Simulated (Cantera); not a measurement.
A Cantera script and its output.

```python
import numpy as np
import cantera as ct

surf = ct.Interface("diamond.yaml", "diamond_100")
gas, bulk = surf.adjacent["gas"], surf.adjacent["diamond"]
k = surf.kinetics_species_index(bulk.species_names[0])
cover = ["c6HH", "c6H*", "c6*H", "c6**", "c6HM", "c6B"]

rows, drift = [], 0.0
print(f"{'T':>10s}{'um/h':>11s}" + "".join(f"{s:>11s}" for s in cover))
for v in [900, 950, 1000, 1050, 1100, 1150, 1200, 1250, 1300, 1350, 1400]:
    T, P, xH, xCH3 = v, 5500, 0.0024, 0.0001
    gas.TPX = T, P, {"H": xH, "CH3": xCH3, "CH4": 0.002, "H2": 1 - xH - xCH3 - 0.002}
    surf.TP = bulk.TP = T, P
    surf.coverages = "c6H*:0.1, c6HH:0.9"
    surf.advance_coverages(100.0)
    before = surf.coverages
    surf.advance_coverages(100.0)
    drift = max(drift, np.max(np.abs(surf.coverages - before) / (surf.coverages + 1e-9)))
    rate = surf.net_production_rates[k] * bulk.mean_molecular_weight / bulk.density * 3.6e9
    rows.append([rate, *surf[cover].coverages])
    print(f"{v:10.4g}{rate:11.4e}" + "".join(f"{x:11.3e}" for x in rows[-1][1:]))
```

Output:

```
         T       um/h       c6HH       c6H*       c6*H       c6**       c6HM        c6B
       900 1.6389e+00  6.637e-01  1.004e-02  2.805e-01  4.128e-03  3.343e-02  4.447e-09
       950 2.1461e+00  6.222e-01  1.364e-02  3.234e-01  6.304e-03  2.642e-02  5.824e-09
      1000 2.6139e+00  5.818e-01  1.777e-02  3.634e-01  9.144e-03  2.035e-02  7.093e-09
      1050 2.8244e+00  5.439e-01  2.238e-02  4.002e-01  1.268e-02  1.444e-02  7.664e-09
      1100 2.5208e+00  5.091e-01  2.737e-02  4.333e-01  1.691e-02  8.638e-03  6.840e-09
      1150 1.8360e+00  4.770e-01  3.260e-02  4.617e-01  2.170e-02  4.152e-03  4.982e-09
      1200 1.2416e+00  4.474e-01  3.789e-02  4.846e-01  2.687e-02  1.694e-03  3.369e-09
      1250 9.3684e-01  4.207e-01  4.313e-02  5.023e-01  3.223e-02  6.448e-04  2.542e-09
      1300 8.4034e-01  3.975e-01  4.828e-02  5.156e-01  3.758e-02  2.427e-04  2.280e-09
      1350 8.0912e-01  3.780e-01  5.329e-02  5.253e-01  4.277e-02  9.175e-05  2.196e-09
      1400 7.1110e-01  3.619e-01  5.812e-02  5.318e-01  4.765e-02  3.465e-05  1.930e-09
```

Cantera simulation using the Harris–Goodwin 1993 mechanism for the reconstructed diamond (100) surface; the numbers are that mechanism's predictions, not measurements.
